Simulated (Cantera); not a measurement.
A freely propagating, adiabatic, planar premixed flame of CH₄ : O₂ : N₂ = 1 : 2.13 : 8 (molar parts), equivalence ratio 0.94, unburnt at 500 K and 13300 Pa; mixture-averaged transport, grid criteria slope 0.08 and curve 0.16, no radiation.

Cantera simulation using GRI-Mech 3.0 (53 species, 325 reactions); the numbers are that mechanism's predictions, not measurements. Burning velocities carry a grid error of a few per cent, more on coarse grids.

### Question
How do the results move with these cheaper or finer settings: unity-Lewis-number transport; multicomponent transport; multicomponent+Soret transport; grid criteria slope 0.5, curve 1; grid criteria slope 0.25, curve 0.5; grid criteria slope 0.03, curve 0.06?

### Answer
```tsv
setting	laminar burning velocity	thermal thickness	peak x(C₂H)	peak x(CH₂)	grid points
as above	133 cm/s	2.09 mm	1.44e-7	5.17e-5	161
unity-Lewis-number transport	89.7 cm/s	2.48 mm	7.98e-8	4.02e-5	146
multicomponent transport	133 cm/s	2.12 mm	1.46e-7	5.18e-5	161
multicomponent+Soret transport	132 cm/s	2.11 mm	1.37e-7	5.10e-5	161
grid criteria slope 0.5, curve 1	143 cm/s	2.36 mm	1.33e-7	4.95e-5	52
grid criteria slope 0.25, curve 0.5	138 cm/s	2.19 mm	1.40e-7	5.08e-5	73
grid criteria slope 0.03, curve 0.06	132 cm/s	2.07 mm	1.45e-7	5.18e-5	383
```
The base run took around 40 core-seconds (rough).
Unity Lewis numbers drop preferential diffusion, which matters most where H2 and H carry the flame; Soret adds thermal diffusion.
